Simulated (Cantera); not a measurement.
Cantera with NASA thermochemical tables; ideal gases at 1 bar, condensed phases pure. Values are per mole of reaction as written; species without (g) are pure solids or liquids, kept so even where they would boil at 1 bar.

a) 0.6667 Cr + O2(g) → 0.6667 CrO3(g)
b) 2 B + O2(g) → B2O2(g)
c) 2 Pb + O2(g) → 2 PbO(g)
d) 4 Li + O2(g) → 2 Li2O

### Question
Order these by ΔG° at 625 K, most negative first.

### Answer
d (-1037 kJ), b (-472 kJ), a (-167 kJ), c (53 kJ)
